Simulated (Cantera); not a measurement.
What does this Cantera script print?

```python
import numpy as np
import cantera as ct

gas = ct.Solution("gri30.yaml", transport_model="mixture-averaged")
show = ['NO', 'H2', 'CO2']

rows = []
print(f"{'T/K':>7s}{'rho':>11s}{'cp':>10s}{'mu':>11s}{'lambda':>11s}{'Pr':>7s}" + "".join(f"{'D_' + s:>11s}" for s in show))
for T in [400, 600, 800, 1000, 1200, 1400, 1600]:
    gas.TPX = T, 39000, {'NO': 0.72}
    Pr = gas.cp_mass * gas.viscosity / gas.thermal_conductivity
    D = [gas.mix_diff_coeffs_mole[gas.species_index(s)] for s in show]
    rows.append([gas.density, gas.cp_mass, gas.viscosity, gas.thermal_conductivity, Pr, *D])
    print(f"{T:7g}{gas.density:11.4e}{gas.cp_mass:10.1f}{gas.viscosity:11.4e}"
          f"{gas.thermal_conductivity:11.4e}{Pr:7.3f}" + "".join(f"{d:11.4e}" for d in D))
print("SI units: kg/m3, J/kg/K, Pa s, W/m/K, m2/s")
```

It prints:

```
    T/K        rho        cp         mu     lambda     Pr       D_NO       D_H2      D_CO2
    400 3.5187e-01     998.6 2.3120e-05 3.2415e-02  0.712 3.4665e-02 3.2889e-04 6.7801e-05
    600 2.3458e-01    1040.9 3.0618e-05 4.5123e-02  0.706 7.0764e-02 6.4887e-04 1.3843e-04
    800 1.7593e-01    1092.2 3.7097e-05 5.7252e-02  0.708 1.1599e-01 1.0473e-03 2.2686e-04
   1000 1.4075e-01    1132.7 4.2948e-05 6.8643e-02  0.709 1.6934e-01 1.5167e-03 3.3114e-04
   1200 1.1729e-01    1159.2 4.8363e-05 7.9343e-02  0.707 2.3015e-01 2.0517e-03 4.4996e-04
   1400 1.0053e-01    1181.0 5.3449e-05 8.9432e-02  0.706 2.9794e-01 2.6483e-03 5.8239e-04
   1600 8.7967e-02    1198.6 5.8275e-05 9.8988e-02  0.706 3.7232e-01 3.3035e-03 7.2769e-04
SI units: kg/m3, J/kg/K, Pa s, W/m/K, m2/s
```

Computed with Cantera and GRI-Mech 3.0 (53 species, 325 reactions). The composition is frozen, though it would react at the higher temperatures.
